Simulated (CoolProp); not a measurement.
Dodecamethylcyclohexasiloxane (D6) at 566.4 K and 0.0188 MPa is throttled through a valve to 0.00397 MPa with no heat exchange. Each further row changes one setting.

Computed with CoolProp (reference Helmholtz-energy equation of state, Colonna 2008). It is a short technical equation, of lower accuracy than the large ones.

```json
[
 {"case": "as stated", "final density (kg/m³)": "0.376"},
 {"case": "outlet pressure 0.00119 MPa", "final density (kg/m³)": "0.113"},
 {"case": "outlet pressure 0.00516 MPa", "final density (kg/m³)": "0.489"}
]
```
